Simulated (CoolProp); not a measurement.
Properties of cis-2-butene along the isobar 5130 kPa (Tc = 162.6 °C, pc = 4236 kPa, ω = 0.202).

Model: reference Helmholtz-energy equation of state, Lemmon 2005, in CoolProp. It is a short technical equation, of lower accuracy than the large ones.

| T (°C) | phase | density (kg/m³) | cp (kJ/(kg K)) | fugacity coefficient |
|---|---|---|---|---|
| 51.85 | liquid | 591.3 | 2.335 | 0.09680 |
| 80.35 | liquid | 554.6 | … | 0.1791 |
| 108.95 | liquid | 511.6 | 2.718 | … |
| 137.55 | liquid | 456.2 | … | 0.4314 |
| 166.15 | supercritical | 355.1 | 5.123 | 0.5809 |
| 194.65 | supercritical | 134.3 | 3.751 | 0.6831 |
| 223.25 | supercritical | 102.6 | … | 0.7435 |
| 251.85 | supercritical | 87.39 | … | … |

Task: Fill in the missing entries.

Result: 
- 80.35, cp (kJ/(kg K)): 2.496
- 108.95, fugacity coefficient: 0.2925
- 137.55, cp (kJ/(kg K)): 3.112
- 223.25, cp (kJ/(kg K)): 2.902
- 251.85, cp (kJ/(kg K)): 2.734
- 251.85, fugacity coefficient: 0.7889

The peak of cp marks the crossing from liquid-like to gas-like fluid above the critical point.
